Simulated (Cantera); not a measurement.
What does this Cantera script print?

```python
import numpy as np
import cantera as ct

gas_names = """
    CL CLO CL2 H HCL HOCL HO2 H2 H2O H2O2 Mg MgCL MgCL2 MgH MgO MgOH MgO2H2 Mg2 O OH O2 O3
""".split()
cond_names = """
    H2O(s) H2O(L) Mg(cr) Mg(L) MgCL2(s) MgCL2(L) MgO(s) MgO(L) MgO2H2(s)
""".split()


# ... load() reads the species with a 1 bar reference pressure and builds the phases ...
atoms = {
    'MgCl2': {'Mg': 1, 'CL': 2},
    'H2O': {'H': 2, 'O': 1},
    'H2': {'H': 2},
}
top_T = {}  # K; cautious upper limits of use, not melting points


# ... equilibrate(T, P, feed) seeds the gas with the atoms and calls Mixture.equilibrate('TP', solver="vcs", rtol=1e-11, max_steps=5000) ...
results = []
feed = {'MgCl2': 1, 'H2O': 0.089, 'H2': 0.98}  # mol
P = 51  # Pa
for T in [923, 1023, 1123, 1223, 1323, 1423, 1523, 1623, 1723, 1823, 1923, 2023, 2123, 2223]:
    mix = equilibrate(T, P, feed)
    results.append((T, P, feed, dict(zip(mix.species_names, mix.species_moles))))

top = {s: max(r[3][s] / sum(r[3][g] for g in gas_names) for r in results) for s in gas_names}
cols = sorted((s for s in top if top[s] > 0.0001), key=lambda s: -top[s])[:6]
seen = [c for c in cond_names if any(r[3].get(c, 0) > 1e-12 for r in results)]
print("log10 of partial pressures in bar; condensed amounts in mol")
print(f"{'T/K':>10s}" + "".join(f"{s[:9]:>10s}" for s in cols + seen))
for T, P, feed, n in results:
    ng = sum(n[g] for g in gas_names)
    print(f"{T:10.4g}" + "".join(f"{np.log10(max(n[s] / ng * P / 1e5, 1e-99)):10.3f}" for s in cols)
          + "".join(f"{n.get(c, 0):10.4g}" for c in seen))
```

Result:

```
log10 of partial pressures in bar; condensed amounts in mol
       T/K        H2     MgCL2       HCL        Mg        CL         H  MgCL2(s)    MgO(s)
       923    -3.381    -4.721    -4.122   -14.167   -12.059   -11.302    0.8662     0.089
      1023    -3.617    -3.649    -4.358   -10.930   -10.968   -10.191         0     0.089
      1123    -3.617    -3.649    -4.358    -9.348    -9.971    -9.179         0     0.089
      1223    -3.617    -3.649    -4.358    -8.028    -9.136    -8.330         0   0.08898
      1323    -3.617    -3.649    -4.355    -6.915    -8.423    -7.608         0   0.08896
      1423    -3.620    -3.652    -4.338    -5.995    -7.793    -6.988         0   0.08888
      1523    -3.631    -3.664    -4.273    -5.316    -7.189    -6.452         0   0.08864
      1623    -3.657    -3.691    -4.157    -4.873    -6.592    -5.989         0    0.0877
      1723    -3.701    -3.735    -4.029    -4.574    -6.028    -5.590         0   0.08417
      1823    -3.768    -3.800    -3.918    -4.356    -5.515    -5.247         0   0.07256
      1923    -3.868    -3.886    -3.841    -4.184    -5.057    -4.960         0   0.04052
      2023    -4.000    -4.005    -3.799    -4.058    -4.650    -4.721         0         0
      2123    -4.128    -4.191    -3.785    -3.984    -4.300    -4.509         0         0
      2223    -4.253    -4.491    -3.833    -3.935    -4.039    -4.320         0         0
```

These are equilibrium values from Cantera (NASA tables, ideal gas, pure condensed phases), not measurements of a reactor. The tables' values for MgH are old estimates; treat these amounts as uncertain. Condensed phases not in the tables: MgOHCl.
